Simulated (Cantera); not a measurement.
**Ignition delay**

Mixture: CH₄ : O₂ : N₂ : CO₂ = 1 : 1.18 : 4.42 : 0.3 (molar parts), equivalence ratio 1.7, at 4350 Torr, adiabatic and at constant pressure. Ignition delay is the time to a rise of 400 K.

Model: GRI-Mech 3.0 (53 species, 325 reactions), integrated in Cantera.

```json
[
 {"T0 (K)": "1200", "delay (ms)": "12.1"},
 {"T0 (K)": "1250", "delay (ms)": "6.50"},
 {"T0 (K)": "1300", "delay (ms)": "3.58"},
 {"T0 (K)": "1350", "delay (ms)": "2.02"},
 {"T0 (K)": "1400", "delay (ms)": "1.17"},
 {"T0 (K)": "1450", "delay (ms)": "0.685"},
 {"T0 (K)": "1500", "delay (ms)": "0.410"},
 {"T0 (K)": "1550", "delay (ms)": "0.249"},
 {"T0 (K)": "1600", "delay (ms)": "0.155"}
]
```

The apparent activation energy between 1500 and 1600 K comes out as 190 kJ/mol.
